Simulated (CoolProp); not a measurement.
A Linde-Hampson liquefier for normal hydrogen: isothermal reversible compression at 230 K from 1 atm to 40 MPa, throttling to 1 atm, return gas leaving the recuperator 10 K below the feed. Each further row changes one setting.

Model: reference Helmholtz-energy equation of state, Leachman 2009, in CoolProp.

```tsv
case	compression work (kJ/kg of gas)
as stated	5950
high pressure 80 MPa	6920
warm-end temperature 260 K	6700
warm-end gap 15 K	5950
```
